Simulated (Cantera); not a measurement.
An adiabatic, constant-pressure homogeneous reactor starts with CO : H2 : O2 : N2 : H2O = 1 : 0.16 : 0.322 : 1.21 : 0.67 (molar parts), equivalence ratio 1.8, at 1173 K and 10.0 bar. Integrator tolerance rtol = 1e-08.

Cantera simulation using GRI-Mech 3.0 (53 species, 325 reactions); the numbers are that mechanism's predictions, not measurements. The hydrogen kinetics of GRI-Mech 3.0 are dated; newer H2 mechanisms differ, most at raised pressure.

What does this change do: pressure from 10.0 bar to 1.50 bar?


| quantity | before | after |
|---|---|---|
| time of steepest temperature rise | 0.243 ms | 0.141 ms |
| temperature at 0.200 s | 2496 K | 2458 K |
| equilibrium temperature | 2496 K | 2458 K |
| x(CO) at 0.200 s | 0.141 (gas-phase equilibrium 0.141) | 0.143 (gas-phase equilibrium 0.143) |
| x(H2) at 0.200 s | 0.0295 (gas-phase equilibrium 0.0295) | 0.0302 (gas-phase equilibrium 0.0302) |
| x(O2) at 0.200 s | 0.000231 (gas-phase equilibrium 0.000231) | 0.000972 (gas-phase equilibrium 0.000972) |
| x(NO2) at 0.200 s | 5.04e-8 (gas-phase equilibrium 5.04e-8) | 7.98e-8 (gas-phase equilibrium 7.98e-8) |
| x(N2O) at 0.200 s | 6.72e-8 (gas-phase equilibrium 6.72e-8) | 4.97e-8 (gas-phase equilibrium 4.97e-8) |
| x(O) at 0.200 s | 6.88e-5 (gas-phase equilibrium 6.88e-5) | 0.000300 (gas-phase equilibrium 0.000300) |
| x(CO2) at 0.200 s | 0.187 (gas-phase equilibrium 0.187) | 0.184 (gas-phase equilibrium 0.184) |
